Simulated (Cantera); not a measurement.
Cantera run:

```python
import numpy as np
import cantera as ct

gas_names = [...]  # 95 gases of nasa_gas.yaml made of C, F, H
cond_names = """
    C(gr) C6H6(L) C7H8(L) C8H18(L),n-octa
""".split()


# ... load() reads the species with a 1 bar reference pressure and builds the phases ...
atoms = {
    'c-C4F8': {'C': 4, 'F': 8},
    'H2': {'H': 2},
}
top_T = {'C(gr)': 4500}  # K; cautious upper limits of use, not melting points


# ... equilibrate(T, P, feed) seeds the gas with the atoms and calls Mixture.equilibrate('TP', solver="vcs", rtol=1e-11, max_steps=5000) ...
results = []
feed = {'c-C4F8': 1, 'H2': 0.75}  # mol
T = 848  # K
P = 3800  # Pa
mix = equilibrate(T, P, feed)
results.append((T, P, feed, dict(zip(mix.species_names, mix.species_moles))))
print(gas.report(threshold=0.0001))
for i in range(1, mix.n_phases):
    print(f"{mix.phase(i).name:16s} {mix.phase_moles(i):12.5e} mol")
```

Result:

```
       temperature   848 K
          pressure   3800 Pa
           density   0.02984 kg/m^3
  mean mol. weight   55.366 kg/kmol
   phase of matter   gas

                          1 kg             1 kmol
                     ---------------   ---------------
          enthalpy       -1.0558e+07       -5.8458e+08  J
   internal energy       -1.0686e+07       -5.9163e+08  J
           entropy            5607.5        3.1046e+05  J/K
    Gibbs function       -1.5314e+07       -8.4785e+08  J
 heat capacity c_p            1155.9             63997  J/K
 heat capacity c_v            1005.7             55682  J/K

                      mass frac. Y      mole frac. X     chem. pot. / RT
                     ---------------   ---------------   ---------------
               CF4           0.82655              0.52           -171.29
                HF           0.17345              0.48           -64.954
     [  +93 minor]         7.399e-07        8.6299e-07

C(gr)             2.37500e+00 mol
```

These are equilibrium values from Cantera (NASA tables, ideal gas, pure condensed phases), not measurements of a reactor. The feed counts by its element totals alone. Condensed phases not in the tables: fluorocarbon polymer. Gases not in the tables: C2F6 and larger saturated fluorocarbons.
